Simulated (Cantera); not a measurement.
**Low-pressure radical oxidation in H2/O2**

An isothermal, constant-pressure homogeneous reactor starts with 0.332 % H₂, 52.7 % O₂, 46.9 % N₂, equivalence ratio 0.0032, at 1025 K and 2670 Pa.

Detailed kinetics in Cantera: the H2/O2 subset of GRI-Mech 3.0, which has no nitrogen chemistry. Radical loss at walls, strong at low pressure, is not modelled.

```tsv
t (s)	x H₂	x O₂	x H₂O₂	x O	x OH
3.00e-5	0.00332	0.527	<1e-12	<1e-12	<1e-12
0.000102	0.00332	0.527	<1e-12	2.45e-12	2.37e-12
0.000345	0.00332	0.527	<1e-12	1.74e-11	1.54e-11
0.00117	0.00332	0.527	<1e-12	1.13e-10	8.05e-11
0.00396	0.00332	0.527	<1e-12	1.65e-9	9.53e-10
0.0134	0.00332	0.527	8.43e-12	1.70e-6	9.50e-7
0.0455	3.21e-5	0.525	2.26e-8	0.00142	0.000137
0.154	2.50e-6	0.526	1.15e-8	0.000395	5.36e-5
0.522	3.45e-7	0.527	8.03e-9	5.91e-5	2.07e-5
1.77	3.55e-8	0.527	3.12e-9	6.86e-6	7.14e-6
6.00	3.96e-9	0.527	6.78e-10	8.80e-7	2.58e-6
```
x: mole fraction; the columns are a selection and need not sum to one.

Equilibrium at this temperature and pressure: H₂ 5.11e-12, O₂ 0.527, H₂O₂ 1.52e-12, O 1.48e-9, OH 1.06e-7 (gas phase only).
